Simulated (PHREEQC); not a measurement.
## Nickel, zinc or cadmium bath: an equilibrium model

A solution holds 0.048 mol/kgw CdCl2 and 0.00051 mol/kgw H3BO3, at 25 °C. Closed to the air; pH follows from the charge balance.

Equilibrium calculation in PHREEQC: ion-association model, phreeqc.dat.

Each row changes one thing in this solution. Precipitation was switched off in this run.

| case | pH | ionic strength (mol/kgw) | H2BO3- (mol/kgw) |
|---|---|---|---|
| as made | 5.52 | 0.0705 | 1.24e-7 |
| 0.0086 mol/kgw Al(NO3)3 added | 3.75 | 0.125 | 2.21e-9 |
| CdCl2 left out | 6.26 | 5.51e-7 | 5.33e-7 |
| CdCl2 from 0.048 to 0.0528 mol/kgw | 5.50 | 0.0758 | 1.19e-7 |
| H3BO3 from 0.00051 to 0.00102 mol/kgw | 5.51 | 0.0705 | 2.43e-7 |

Some of these states are supersaturated (in Gibbsite (slow to form), for instance).
